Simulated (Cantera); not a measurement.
A jet of 9.08 % CH₄, 9.39 % O₂, 81.5 % N₂ at 300 K and 90.0 Torr hits a platinum plate 7.7 cm away at a mass flux of 0.02 kg/m²/s; the plate temperature is set and raised in steps from an oxygen-covered start.

Cantera simulation using Deutschmann's 1995 Pt surface mechanism with GRI-Mech 3.0 gas chemistry; the numbers are that mechanism's predictions, not measurements. Catalytic surfaces can have several steady states; this one follows from the mechanism file's or the stated starting coverage.

x: mole fraction at the wall; θ: surface coverage.

```
plate T (K)  wall x CH₄  wall x O₂  wall x H₂O  wall x OH  wall x CO  wall x CO₂  θ free Pt     θ H*   θ CO*     θ C*
-----------  ----------  ---------  ----------  ---------  ---------  ----------  ---------  -------  ------  -------
950              0.0247    0.00659      0.0889      <1e-8     0.0686     4.61e-5      0.267  0.00216  0.0798    0.651
1000            0.00966    0.00262      0.0811      <1e-8     0.0836    0.000166      0.446  0.00323   0.119    0.432
1050                  …          …      0.0773      <1e-8     0.0885           …          …        …       …        …
1100            0.00253   0.000819      0.0746      <1e-8     0.0868     0.00435      0.859  0.00348   0.111   0.0266
1150            0.00222   0.000745      0.0710      <1e-8     0.0829           …      0.922        …       …        …
1200            0.00210   0.000723      0.0665    1.35e-8     0.0776      0.0151      0.956  0.00278  0.0375  0.00383
1250            0.00204   0.000715      0.0617    3.24e-8     0.0711      0.0221      0.975  0.00249  0.0212  0.00174
```

Task: Complete the blanks.

Result: 
- 1050, wall x CH₄: 0.00343
- 1050, wall x O₂: 0.00105
- 1050, wall x CO₂: 0.00144
- 1050, θ free Pt: 0.738
- 1050, θ H*: 0.00378
- 1050, θ CO*: 0.164
- 1050, θ C*: 0.0940
- 1150, wall x CO₂: 0.00904
- 1150, θ H*: 0.00311
- 1150, θ CO*: 0.0659
- 1150, θ C*: 0.00929
